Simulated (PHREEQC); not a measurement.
A solution holds 36 mmol/kgw NaHCO3 and 15 mmol/kgw K2HPO4, at 25 °C. Closed to the air; pH follows from the charge balance.

Equilibrium calculation in PHREEQC: ion-association model, phreeqc.dat.

Precipitation was switched off in this run.

**Question.** What pH, density does the model give?

**Answer.** pH 8.32; density 1.001 g/cm³.

**Question.** In which forms is P present?

**Answer.** HPO4-2 92 %, H2PO4- 3.6 %, NaHPO4- 2.5 %, KHPO4- 2.1 % of the P.

Complexes and solids missing from the database can't appear.
